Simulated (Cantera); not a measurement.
What does this Cantera script print?

```python
import numpy as np
import cantera as ct

gas_names = """
    Fe FeO Fe(OH)2 H HO2 H2 H2O H2O2 H2S H2SO4 O OH O2 O3 S SH SO SO2 SO3 S2 S2O S8
""".split()
cond_names = """
    Fe(a) Fe(c) Fe(d) Fe(L) FeO(s) FeO(L) Fe(OH)2(s) Fe(OH)3(s) FeS(a) FeS(b) FeS(c) FeS(L) FeSO4(s)
    FeS2(s) Fe2O3(s) Fe2S3O12(s) Fe3O4(s) H2O(s) H2O(L) H2SO4(L) S(cr1) S(cr2) S(L)
""".split()


def load(file, names, dense=False):
    # The tables refer to 1 bar. Condensed volumes are neglected.
    table = {s.name: s for s in ct.Species.list_from_file(file)}
    out = []
    for n in names:
        d = dict(table[n].input_data)
        d["thermo"] = dict(d["thermo"], **{"reference-pressure": 1e5})
        if dense:
            d["equation-of-state"] = {"model": "constant-volume", "density": "1e6 g/cm^3"}
        out.append(ct.Species.from_dict(d))
    return out


gas = ct.Solution(thermo="ideal-gas", species=load("nasa_gas.yaml", gas_names))
cond = {s.name: ct.Solution(thermo="fixed-stoichiometry", species=[s], name=s.name)
        for s in load("nasa_condensed.yaml", cond_names, dense=True)}
atoms = {
    'Fe2O3': {'Fe': 2, 'O': 3},
    'H2S': {'H': 2, 'S': 1},
    'O2': {'O': 2},
}
top_T = {'FeSO4(s)': 950, 'FeS2(s)': 1010, 'Fe2O3(s)': 1830, 'Fe2S3O12(s)': 1100, 'Fe3O4(s)': 1870}  # K; cautious upper limits of use, not melting points


def equilibrate(T, P, feed):
    n = {}
    for name, mol in feed.items():
        for a, k in atoms[name].items():
            n[a] = n.get(a, 0.0) + k * mol
    gas.TPX = T, P, n
    mass = sum(n.values()) * gas.mean_molecular_weight
    gas.equilibrate("TP")
    valid = [c for c in cond.values() if c.min_temp <= T <= top_T.get(c.name, c.max_temp)]
    mix = ct.Mixture([(gas, mass / gas.mean_molecular_weight)] + [(c, 0.0) for c in valid])
    mix.T, mix.P = T, P
    mix.equilibrate("TP", solver="vcs", rtol=1e-11, max_steps=5000)
    return mix


results = []
T = 1100  # K
P = 11000  # Pa
for m in [0.28, 0.34, 0.41, 0.49, 0.6, 0.72, 0.88, 1.1, 1.3, 1.6, 1.9, 2.3]:
    feed = {'Fe2O3': 1, 'H2S': m, 'O2': 1.9}  # mol
    mix = equilibrate(T, P, feed)
    results.append((T, P, feed, dict(zip(mix.species_names, mix.species_moles))))
    x = sorted(zip(gas.X, gas.species_names), reverse=True)
    print(f"T = {T:g} K  P = {P:g} Pa  n(H2S) = {m:g} mol  gas = {mix.phase_moles(0):.4g} mol")
    print("   x: " + "  ".join(f"{s} {v:.3e}" for v, s in x if v > 0.0001))
    print("   condensed (mol): " + ("  ".join(f"{mix.phase(i).name} {mix.phase_moles(i):.4g}"
          for i in range(1, mix.n_phases) if mix.phase_moles(i) > 1e-12) or "none"))
```

Result:

```
T = 1100 K  P = 11000 Pa  n(H2S) = 0.28 mol  gas = 2.019 mol
   x: O2 7.226e-01  H2O 1.387e-01  SO2 1.180e-01  SO3 2.070e-02
   condensed (mol): Fe2O3(s) 1
T = 1100 K  P = 11000 Pa  n(H2S) = 0.34 mol  gas = 2.045 mol
   x: O2 6.676e-01  H2O 1.662e-01  SO2 1.422e-01  SO3 2.399e-02
   condensed (mol): Fe2O3(s) 1
T = 1100 K  P = 11000 Pa  n(H2S) = 0.41 mol  gas = 2.077 mol
   x: O2 6.051e-01  H2O 1.974e-01  SO2 1.701e-01  SO3 2.732e-02
   condensed (mol): Fe2O3(s) 1
T = 1100 K  P = 11000 Pa  n(H2S) = 0.49 mol  gas = 2.113 mol
   x: O2 5.362e-01  H2O 2.319e-01  SO2 2.015e-01  SO3 3.045e-02
   condensed (mol): Fe2O3(s) 1
T = 1100 K  P = 11000 Pa  n(H2S) = 0.6 mol  gas = 2.164 mol
   x: O2 4.454e-01  H2O 2.773e-01  SO2 2.437e-01  SO3 3.358e-02
   condensed (mol): Fe2O3(s) 1
T = 1100 K  P = 11000 Pa  n(H2S) = 0.72 mol  gas = 2.221 mol
   x: O2 3.516e-01  H2O 3.242e-01  SO2 2.889e-01  SO3 3.536e-02
   condensed (mol): Fe2O3(s) 1
T = 1100 K  P = 11000 Pa  n(H2S) = 0.88 mol  gas = 2.3 mol
   x: H2O 3.826e-01  SO2 3.478e-01  O2 2.348e-01  SO3 3.479e-02
   condensed (mol): Fe2O3(s) 1
T = 1100 K  P = 11000 Pa  n(H2S) = 1.1 mol  gas = 2.418 mol
   x: H2O 4.549e-01  SO2 4.284e-01  O2 9.012e-02  SO3 2.655e-02
   condensed (mol): Fe2O3(s) 1
T = 1100 K  P = 11000 Pa  n(H2S) = 1.3 mol  gas = 2.6 mol
   x: H2O 5.000e-01  SO2 5.000e-01
   condensed (mol): Fe2O3(s) 0.6999  Fe3O4(s) 0.2001
T = 1100 K  P = 11000 Pa  n(H2S) = 1.6 mol  gas = 3.018 mol
   x: H2O 5.162e-01  SO2 4.378e-01  S2 3.038e-02  H2S 1.040e-02  H2 3.545e-03  S2O 1.549e-03  SO 1.195e-04
   condensed (mol): FeS(c) 0.05416  Fe3O4(s) 0.6486
T = 1100 K  P = 11000 Pa  n(H2S) = 1.9 mol  gas = 3.349 mol
   x: H2O 5.524e-01  SO2 4.027e-01  S2 2.841e-02  H2S 1.104e-02  H2 3.891e-03  S2O 1.413e-03  SO 1.127e-04
   condensed (mol): FeS(c) 0.3142  Fe3O4(s) 0.5619
T = 1100 K  P = 11000 Pa  n(H2S) = 2.3 mol  gas = 3.79 mol
   x: H2O 5.909e-01  SO2 3.655e-01  S2 2.629e-02  H2S 1.169e-02  H2 4.284e-03  S2O 1.270e-03  SO 1.053e-04
   condensed (mol): FeS(c) 0.6612  Fe3O4(s) 0.4463
```

Cantera equilibrium calculation (NASA polynomials, part measured and part estimated; ideal gas, pure solids and liquids). Mutual solubility and eutectic melting of coexisting phases are not modelled. FeS: taken at fixed stoichiometry. Gases not in the tables: S3 to S7.
